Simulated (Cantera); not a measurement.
An isothermal, constant-pressure homogeneous reactor starts with 53.4 % N₂O, 0.150 % H₂, 46.5 % N₂, at 1423 K and 17000 Pa.

Model: GRI-Mech 3.0 (53 species, 325 reactions), integrated in Cantera. GRI-Mech 3.0 was tuned for natural gas; its chemistry of N2O as a main component is partial and can be far from experiment. The temperature is held fixed by assumption; the heat of reaction is taken as removed at once.

Predict: x(N₂O) at 1.00 s; x(H₂) at 1.00 s; x(NO) at 1.00 s; x(HO₂) at 1.00 s; x(OH) at 1.00 s; x(O₂) at 1.00 s.


- x(N₂O) at 1.00 s: 0.0165 (gas-phase equilibrium 2.15e-8)
- x(H₂) at 1.00 s: 3.92e-8 (gas-phase equilibrium 4.01e-9)
- x(NO) at 1.00 s: 0.0765 (gas-phase equilibrium 0.000827)
- x(HO₂) at 1.00 s: 1.42e-8 (gas-phase equilibrium 7.57e-9)
- x(OH) at 1.00 s: 2.01e-5 (gas-phase equilibrium 6.54e-6)
- x(O₂) at 1.00 s: 0.165 (gas-phase equilibrium 0.210)
